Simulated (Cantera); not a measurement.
Feed: 1 mol Ti(OiPr)4, 250 mol H2, held at 150 Torr.

Equilibrium computed with Cantera from the NASA thermochemical tables; the gas is ideal and each condensed phase is pure. Candidate condensed phases: C, C6H6, C7H8, C8H18, H2O, Ti, TiC, TiO, TiO2, Ti2O3, Ti3O5, Ti4O7; 113 gas species. The feed counts by its element totals alone. Mutual solubility and eutectic melting of coexisting phases are not modelled. TiC: taken at fixed stoichiometry. The numbers say what is thermodynamically allowed, not how fast it happens.

At 1225 K, list the 4 most abundant gas species with their mole fractions, and the condensed phases.

H2 0.985, CO 0.0121, CH4 0.00255, H2O 4.70e-5. Condensed: C(graphite) + TiC(s) + Ti3O5(s).
